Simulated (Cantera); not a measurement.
A Cantera script and its output.

```python
import numpy as np
import cantera as ct

gas = ct.Solution("gri30.yaml")
gas.TPX = 425, 380000, {'CH4': 1, 'C2H6': 0.26, 'O2': 2.08, 'N2': 7.82}
inlet = ct.Reservoir(gas, clone=True)
gas.equilibrate("HP")  # start burning
reactor = ct.IdealGasConstPressureReactor(gas, energy="on", clone=False)
exhaust = ct.Reservoir(gas, clone=True)
tau = [0.11, 0.047, 0.02, 0.0084, 0.0036, 0.0015, 0.00064, 0.00027, 0.00012, 4.9e-05, 2.1e-05, 8.8e-06][0]
for a, b in ((inlet, reactor), (reactor, exhaust)):
    ct.MassFlowController(a, b, mdot=lambda t: reactor.mass / tau)
net = ct.ReactorNet([reactor])
show = ['CH4', 'C2H6', 'O2', 'HO2', 'O', 'C2H', 'C2H4']

rows = []
print(f"{'tau/s':>10s}{'T/K':>9s}" + "".join(f"{s:>11s}" for s in show))
for tau in [0.11, 0.047, 0.02, 0.0084, 0.0036, 0.0015, 0.00064, 0.00027, 0.00012, 4.9e-05, 2.1e-05, 8.8e-06]:
    net.initial_time = 0.0
    net.advance(30 * tau)
    before = gas.X
    net.advance(40 * tau)
    drift = np.max(np.abs(gas.X - before) / (gas.X + 1e-9))
    rows.append([gas.T, *gas[show].X, drift])
    print(f"{tau:10.3e}{gas.T:9.1f}" + "".join(f"{x:11.3e}" for x in gas[show].X))
```

It prints:

```
     tau/s      T/K        CH4       C2H6         O2        HO2          O        C2H       C2H4
 1.100e-01   2085.9  2.044e-04  1.364e-07  5.668e-05  1.596e-08  1.031e-06  7.256e-09  4.763e-07
 4.700e-02   2085.8  3.893e-04  3.371e-07  1.228e-04  3.536e-08  1.316e-06  2.067e-08  1.396e-06
 2.000e-02   2085.5  6.868e-04  8.451e-07  2.629e-04  7.953e-08  1.861e-06  5.630e-08  4.059e-06
 8.400e-03   2083.9  1.093e-03  2.107e-06  5.508e-04  1.819e-07  2.994e-06  1.367e-07  1.102e-05
 3.600e-03   2079.2  1.546e-03  4.956e-06  1.089e-03  4.111e-07  5.278e-06  2.782e-07  2.620e-05
 1.500e-03   2068.0  2.058e-03  1.167e-05  2.129e-03  9.763e-07  1.015e-05  5.005e-07  5.857e-05
 6.400e-04   2045.7  2.718e-03  2.740e-05  4.086e-03  2.385e-06  1.963e-05  7.781e-07  1.253e-04
 2.700e-04   1994.0  4.128e-03  7.778e-05  8.739e-03  6.890e-06  3.698e-05  1.002e-06  3.107e-04
 1.200e-04    425.0  8.961e-02  2.330e-02  1.864e-01 -3.124e-18 -4.420e-31  2.561e-47 -1.968e-16
 4.900e-05    425.0  8.961e-02  2.330e-02  1.864e-01  3.273e-22  2.482e-33  2.477e-60  2.061e-20
 2.100e-05    425.0  8.961e-02  2.330e-02  1.864e-01  2.070e-23 -7.477e-33 -2.908e-59  1.302e-21
 8.800e-06    425.0  8.961e-02  2.330e-02  1.864e-01  1.320e-24 -3.764e-34  7.329e-61  8.224e-23
```

Model: GRI-Mech 3.0 (53 species, 325 reactions), integrated in Cantera.
